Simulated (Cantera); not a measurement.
## Stirred combustor or abatement burner

A perfectly stirred reactor is fed with CO : H2 : CH4 : O2 : N2 = 1 : 1.3 : 0.6 : 1.96 : 7.36 (molar parts), equivalence ratio 1.2, at 10500 Torr; it is adiabatic with a 723 K inlet, and is followed from long to short residence time, starting on the burning branch (τ in s: 0.036, 0.018, 0.0088, 0.0044, 0.0022, 0.0011, 0.00054, 0.00027, 0.00013, 6.6e-05, 3.3e-05, 1.6e-05).

Computed with Cantera and GRI-Mech 3.0 (53 species, 325 reactions). The pressure lies above the range GRI-Mech 3.0 was tuned for (to about 10 atm).

```
τ (s)    T (K)    x CO    x H2     x CH4     x OH     x CH3    x CH2   x CH2O
-------  -----  ------  ------  --------  -------  --------  -------  -------
0.036     2588  0.0529  0.0187   4.98e-7  0.00327   3.63e-7  2.34e-8  6.42e-8
0.018     2588  0.0529  0.0187   9.79e-7  0.00331   7.15e-7  4.64e-8  1.22e-7
0.0088    2587  0.0529  0.0187   1.94e-6  0.00337   1.42e-6  9.33e-8  2.38e-7
0.0044    2585  0.0530  0.0188   3.65e-6  0.00349   2.70e-6  1.81e-7  4.51e-7
0.0022    2581  0.0532  0.0189   6.62e-6  0.00370   4.94e-6  3.43e-7  8.38e-7
0.0011    2575  0.0536  0.0190   1.15e-5  0.00404   8.65e-6  6.31e-7  1.50e-6
0.00054   2564  0.0542  0.0193   1.92e-5  0.00456   1.46e-5  1.13e-6  2.62e-6
0.00027   2547  0.0552  0.0198   3.06e-5  0.00524   2.32e-5  1.91e-6  4.33e-6
0.00013   2521  0.0567  0.0206   4.93e-5  0.00614   3.68e-5  3.18e-6  7.13e-6
6.6e-5    2487  0.0587  0.0216   7.71e-5  0.00709   5.54e-5  4.90e-6  1.11e-5
3.3e-5    2441  0.0615  0.0229  0.000124  0.00809   8.41e-5  7.38e-6  1.74e-5
1.6e-5    2379  0.0653  0.0246  0.000215  0.00901  0.000132  1.10e-5  2.83e-5
```
x: mole fraction; the columns are a selection and need not sum to one.
